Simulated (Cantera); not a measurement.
Input: 1 mol V, 0.032 mol H2O, 4 mol N2O, equilibrated at 2452 °C.

Cantera equilibrium calculation (NASA polynomials, part measured and part estimated; ideal gas, pure solids and liquids). Candidate condensed phases: H2O, V, VN, VO, V2O3, V2O4, V2O5; 28 gas species. Condensed phases not in the tables: the oxides between V2O3 and V2O5 other than VO2. Kinetics and transport are ignored.

log p: log10 of the partial pressure in bar; n: condensed amount in mol.

```json
[
 {"P (Pa)": "0.100", "log p N2": "-6.35", "log p O": "-6.36", "log p O2": "-9.93", "log p VO2": "-9.37", "log p V": "-7.02", "log p VO": "-7.83", "log p NO": "-9.23", "n V2O4(l)": "0"},
 {"P (Pa)": "0.600", "log p N2": "-5.55", "log p O": "-5.62", "log p O2": "-8.44", "log p VO2": "-7.31", "log p V": "-6.45", "log p VO": "-6.52", "log p NO": "-8.08", "n V2O4(l)": "0"},
 {"P (Pa)": "3.60", "log p N2": "-4.73", "log p O": "-4.91", "log p O2": "-7.02", "log p VO2": "-5.73", "log p V": "-6.29", "log p VO": "-5.64", "log p NO": "-6.97", "n V2O4(l)": "0"},
 {"P (Pa)": "22", "log p N2": "-3.92", "log p O": "-4.21", "log p O2": "-5.62", "log p VO2": "-4.61", "log p V": "-6.57", "log p VO": "-5.23", "log p NO": "-5.86", "n V2O4(l)": "0"},
 {"P (Pa)": "130", "log p N2": "-3.12", "log p O": "-3.55", "log p O2": "-4.31", "log p VO2": "-3.74", "log p V": "-7.01", "log p VO": "-5.01", "log p NO": "-4.81", "n V2O4(l)": "0"},
 {"P (Pa)": "770", "log p N2": "-2.33", "log p O": "-3.00", "log p O2": "-3.20", "log p VO2": "-2.93", "log p V": "-7.31", "log p VO": "-4.75", "log p NO": "-3.86", "n V2O4(l)": "0"},
 {"P (Pa)": "4600", "log p N2": "?", "log p O": "?", "log p O2": "?", "log p VO2": "?", "log p V": "?", "log p VO": "?", "log p NO": "?", "n V2O4(l)": "0"},
 {"P (Pa)": "28000", "log p N2": "-0.75", "log p O": "-2.11", "log p O2": "-1.42", "log p VO2": "-1.34", "log p V": "-7.50", "log p VO": "-4.05", "log p NO": "-2.17", "n V2O4(l)": "0"},
 {"P (Pa)": "170000", "log p N2": "?", "log p O": "?", "log p O2": "?", "log p VO2": "-0.85", "log p V": "?", "log p VO": "?", "log p NO": "?", "n V2O4(l)": "?"},
 {"P (Pa)": "1000000", "log p N2": "0.88", "log p O": "-1.27", "log p O2": "0.25", "log p VO2": "-0.85", "log p V": "-8.68", "log p VO": "-4.40", "log p NO": "-0.52", "n V2O4(l)": "0.464"}
]
```

### Question
Some entries are withheld; supply them.

### Answer

- 170000, log p N2: 0.08
- 170000, log p O: -1.68
- 170000, log p O2: -0.57
- 170000, log p V: -7.87
- 170000, log p VO: -3.99
- 170000, log p NO: -1.33
- 170000, n V2O4(l): 0.272
- 4600, log p N2: -1.54
- 4600, log p O: -2.53
- 4600, log p O2: -2.27
- 4600, log p VO2: -2.14
- 4600, log p V: -7.44
- 4600, log p VO: -4.42
- 4600, log p NO: -2.99
